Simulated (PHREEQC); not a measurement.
A solution holds 27 mmol/kgw Pb(NO3)2, 27 mmol/kgw Fe(NO3)3 and 2.5 mmol/kgw Ca(NO3)2, at 20 °C. Closed to the air; pH follows from the charge balance.

All values are PHREEQC results (ion-association model, phreeqc.dat), not measurements.

Each row changes one thing in this solution. Precipitation was switched off in this run.

```json
[
 {"case": "as made", "pH": "2.02", "ionic strength (mol/kgw)": "0.225", "NO3- (mol/kgw)": "0.131"},
 {"case": "Pb(NO3)2 left out", "pH": "2.01", "ionic strength (mol/kgw)": "?", "NO3- (mol/kgw)": "0.0860"},
 {"case": "temperature from 20 to 70 °C", "pH": "?", "ionic strength (mol/kgw)": "0.213", "NO3- (mol/kgw)": "0.131"},
 {"case": "0.0048 mol/kgw LiOH added", "pH": "2.11", "ionic strength (mol/kgw)": "0.225", "NO3- (mol/kgw)": "0.131"},
 {"case": "temperature from 20 to 55 °C", "pH": "1.82", "ionic strength (mol/kgw)": "0.217", "NO3- (mol/kgw)": "0.131"},
 {"case": "temperature from 20 to 75 °C", "pH": "?", "ionic strength (mol/kgw)": "0.212", "NO3- (mol/kgw)": "0.131"},
 {"case": "Fe(NO3)3 left out", "pH": "?", "ionic strength (mol/kgw)": "?", "NO3- (mol/kgw)": "0.0527"},
 {"case": "Pb(NO3)2 replaced by Cu(NO3)2 at the same molality", "pH": "2.02", "ionic strength (mol/kgw)": "0.244", "NO3- (mol/kgw)": "0.140"},
 {"case": "Ca(NO3)2 left out", "pH": "2.02", "ionic strength (mol/kgw)": "0.218", "NO3- (mol/kgw)": "0.126"}
]
```

Question: What belongs in the gaps?

Answer: 
- Pb(NO3)2 left out, ionic strength (mol/kgw): 0.163
- temperature from 20 to 70 °C, pH: 1.77
- temperature from 20 to 75 °C, pH: 1.76
- Fe(NO3)3 left out, pH: 4.72
- Fe(NO3)3 left out, ionic strength (mol/kgw): 0.0758

Some of these states are supersaturated (in Hematite (slow to form), Goethite (slow to form), for instance). Away from 25 °C the constants follow the database's enthalpies or fits; those with neither stay at their 25 °C values.
